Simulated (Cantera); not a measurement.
A Cantera script and what it prints.

```python
import numpy as np
import cantera as ct

gas_names = """
    H HNO HNO2 HNO3 HO2 H2 H2O H2O2 N NH NH2 NH3 NH2OH NO NO2 NO3 N2 N2H2 N2H4 N2O O OH O2 O3 Si SiH
    SiH2 SiH3 SiH4 SiN SiO SiO2 Si2 Si2N Si3
""".split()
cond_names = """
    H2O(s) H2O(L) Si(cr) Si(L) SiO2(Lqz) SiO2(hqz) SiO2(L) Si2N2O(s) Si3N4(a)
""".split()


def load(file, names, dense=False):
    # The tables refer to 1 bar. Condensed volumes are neglected.
    table = {s.name: s for s in ct.Species.list_from_file(file)}
    out = []
    for n in names:
        d = dict(table[n].input_data)
        d["thermo"] = dict(d["thermo"], **{"reference-pressure": 1e5})
        if dense:
            d["equation-of-state"] = {"model": "constant-volume", "density": "1e6 g/cm^3"}
        out.append(ct.Species.from_dict(d))
    return out


gas = ct.Solution(thermo="ideal-gas", species=load("nasa_gas.yaml", gas_names))
cond = {s.name: ct.Solution(thermo="fixed-stoichiometry", species=[s], name=s.name)
        for s in load("nasa_condensed.yaml", cond_names, dense=True)}
atoms = {
    'SiH4': {'Si': 1, 'H': 4},
    'O3': {'O': 3},
    'N2': {'N': 2},
}
top_T = {'Si2N2O(s)': 2100, 'Si3N4(a)': 2400}  # K; cautious upper limits of use, not melting points


def equilibrate(T, P, feed):
    n = {}
    for name, mol in feed.items():
        for a, k in atoms[name].items():
            n[a] = n.get(a, 0.0) + k * mol
    gas.TPX = T, P, n
    mass = sum(n.values()) * gas.mean_molecular_weight
    gas.equilibrate("TP")
    valid = [c for c in cond.values() if c.min_temp <= T <= top_T.get(c.name, c.max_temp)]
    mix = ct.Mixture([(gas, mass / gas.mean_molecular_weight)] + [(c, 0.0) for c in valid])
    mix.T, mix.P = T, P
    mix.equilibrate("TP", solver="vcs", rtol=1e-11, max_steps=5000)
    return mix


results = []
T = 1648.15  # K
P = 62  # Pa
for m in [7.2, 8.7, 11, 13, 16, 19, 23, 28, 34, 41]:
    feed = {'SiH4': 1, 'O3': 0.27, 'N2': m}  # mol
    mix = equilibrate(T, P, feed)
    results.append((T, P, feed, dict(zip(mix.species_names, mix.species_moles))))

top = {s: max(r[3][s] / sum(r[3][g] for g in gas_names) for r in results) for s in gas_names}
cols = sorted((s for s in top if top[s] > 0.0001), key=lambda s: -top[s])[:6]
seen = [c for c in cond_names if any(r[3].get(c, 0) > 1e-12 for r in results)]
print("log10 of partial pressures in bar; condensed amounts in mol")
print(f"{'n(N2)':>10s}" + "".join(f"{s[:9]:>10s}" for s in cols + seen))
for T, P, feed, n in results:
    ng = sum(n[g] for g in gas_names)
    print(f"{feed['N2']:10.4g}" + "".join(f"{np.log10(max(n[s] / ng * P / 1e5, 1e-99)):10.3f}" for s in cols)
          + "".join(f"{n.get(c, 0):10.4g}" for c in seen))
```

It prints:

```
log10 of partial pressures in bar; condensed amounts in mol
     n(N2)        N2        H2       SiO         H        Si    Si(cr) Si2N2O(s)
       7.2    -3.346    -3.893    -4.397    -5.996    -6.662         0    0.1863
       8.7    -3.325    -3.956    -4.459    -6.028    -6.621         0    0.1853
        11    -3.304    -4.040    -4.514    -6.070    -6.588   0.04283    0.1409
        13    -3.292    -4.105    -4.526    -6.102    -6.588    0.1288   0.05402
        16    -3.278    -4.184    -4.574    -6.142    -6.588    0.1814         0
        19    -3.268    -4.248    -4.638    -6.174    -6.588      0.18         0
        23    -3.258    -4.322    -4.711    -6.211    -6.588    0.1782         0
        28    -3.250    -4.399    -4.788    -6.249    -6.588    0.1759         0
        34    -3.242    -4.476    -4.865    -6.288    -6.588    0.1731         0
        41    -3.237    -4.552    -4.941    -6.326    -6.588    0.1699         0
```

These are equilibrium values from Cantera (NASA tables, ideal gas, pure condensed phases), not measurements of a reactor. Mutual solubility and eutectic melting of coexisting phases are not modelled.
